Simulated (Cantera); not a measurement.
A closed system holds: 1 mol Si3H8, 3 mol HCl, a varied amount of N2, held at 677 °C and 0.670 bar.

Method: chemical equilibrium by Gibbs-energy minimisation in Cantera with the NASA 1993 tables (ideal gas, pure condensed phases). Candidate condensed phases: NH4Cl, Si, Si3N4; 28 gas species. The feed counts by its element totals alone. N2 is the only nitrogen source here; it is nearly inert below about 1500 K, so the nitride shown seldom forms there in practice. Rates play no part.

x: gas mole fraction; n: condensed amount in mol.

| n(N2) (mol) | x N2 | x H2 | x HCl | x SiCl4 | x NH3 | x SiHCl3 | n Si3N4(s) |
|---|---|---|---|---|---|---|---|
| 7.2 | 0.434 | 0.347 | 0.210 | 0.00914 | 7.44e-5 | 6.93e-5 | 0.963 |
| 11 | [?] | [?] | [?] | [?] | [?] | [?] | 0.971 |
| 15 | 0.653 | 0.207 | 0.136 | 0.00347 | 4.21e-5 | 2.42e-5 | 0.977 |
| 23 | 0.752 | 0.147 | 0.0999 | 0.00182 | 2.69e-5 | 1.23e-5 | 0.983 |
| 33 | 0.817 | 0.107 | 0.0749 | 0.00102 | 1.76e-5 | 6.68e-6 | 0.987 |
| 49 | 0.871 | 0.0751 | 0.0535 | 0.000517 | 1.06e-5 | 3.33e-6 | 0.991 |
| 72 | 0.909 | 0.0525 | 0.0379 | 0.000260 | 6.33e-6 | 1.65e-6 | 0.993 |
| 110 | 0.939 | [?] | [?] | [?] | [?] | [?] | 0.995 |
| 150 | 0.955 | 0.0259 | 0.0191 | 6.62e-5 | 2.26e-6 | 4.13e-7 | 0.997 |
| 230 | 0.970 | 0.0171 | 0.0126 | 2.91e-5 | 1.21e-6 | 1.80e-7 | 0.998 |

Problem. Some entries are withheld; supply them.

Solution. 
- 110, x H2: 0.0350
- 110, x HCl: 0.0256
- 110, x SiCl4: 0.000119
- 110, x NH3: 3.51e-6
- 110, x SiHCl3: 7.46e-7
- 11, x N2: 0.567
- 11, x H2: 0.261
- 11, x HCl: 0.166
- 11, x SiCl4: 0.00534
- 11, x NH3: 5.55e-5
- 11, x SiHCl3: 3.84e-5
